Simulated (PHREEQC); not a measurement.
Make-up at 85 °C: 0.18 mol/kgw HCl and 0.0032 mol/kgw Al2(SO4)3. Closed to the air; pH follows from the charge balance.

Model: ion-association model, wateq4f.dat, run in PHREEQC.

Q: The ionic strength comes out as 0.207 mol/kgw. What activity coefficients do AlHSO4+2, AlOH+2, AlSO4+, SO4-2, H+ get?

A: AlHSO4+2 0.26, AlOH+2 0.27, AlSO4+ 0.70, SO4-2 0.25, H+ 0.78.

No solid was allowed to form. Complexes and solids missing from the database can't appear. At this temperature some constants are extrapolated from 25 °C, and those without enthalpy data are left unchanged.
